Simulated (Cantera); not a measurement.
A closed system holds: 1 mol SiH2Cl2, 47 mol NH3, 44 mol N2, equilibrated at 1000 Pa.

Equilibrium computed with Cantera from the NASA thermochemical tables; the gas is ideal and each condensed phase is pure. Candidate condensed phases: NH4Cl, Si, Si3N4; 28 gas species. Equilibrium is a limit: real reactors are often held back by kinetics, nucleation or transport.

Over these rows the condensed part is Si3N4(s). Partial pressures as log10 of bar:

```json
[
 {"T (K)": "1275", "1000/T (1/K)": "0.7843", "log p SiCl2": "-7.83", "log p H2": "-2.30", "log p N2": "-2.32", "log p HCl": "-3.84"},
 {"T (K)": "1325", "1000/T (1/K)": "0.7547", "log p SiCl2": "-7.42", "log p H2": "-2.30", "log p N2": "-2.32", "log p HCl": "-3.84"},
 {"T (K)": "1375", "1000/T (1/K)": "0.7273", "log p SiCl2": "-7.05", "log p H2": "-2.30", "log p N2": "-2.32", "log p HCl": "-3.84"},
 {"T (K)": "1425", "1000/T (1/K)": "0.7018", "log p SiCl2": "?", "log p H2": "-2.30", "log p N2": "-2.32", "log p HCl": "-3.84"},
 {"T (K)": "1475", "1000/T (1/K)": "0.6780", "log p SiCl2": "-6.38", "log p H2": "-2.30", "log p N2": "-2.32", "log p HCl": "-3.85"},
 {"T (K)": "1525", "1000/T (1/K)": "0.6557", "log p SiCl2": "-6.08", "log p H2": "-2.30", "log p N2": "-2.32", "log p HCl": "-3.85"}
]
```

Fit log p(SiCl2) = a + b·(1000/T) to the five rows, give the apparent enthalpy, and predict the row at 1425 K.

Means: 1000/T = 0.7200, log p = -6.952. Sxy = -0.153504, Sxx = 0.0112904, so b = -13.60 and a = -6.952 − (-13.60)×0.7200 = 2.84.
Apparent enthalpy: −19.145 × (-13.60) = 260 kJ/mol. With the condensed phases at unit activity, 1/3 Si3N4(s) + 2 HCl(g) = SiCl2(g) + H2(g) + 2/3 N2(g) links this pressure to the main gases: over the six rows their terms move log p by -0.02 in all, so the slope is close to that reaction's ΔH°. The five rows lie within 0.01 of the line.
Prediction at 1425 K: 2.84 + (-13.60)×0.7018 = -6.70. The computed value is -6.70, 0.00 from the line.
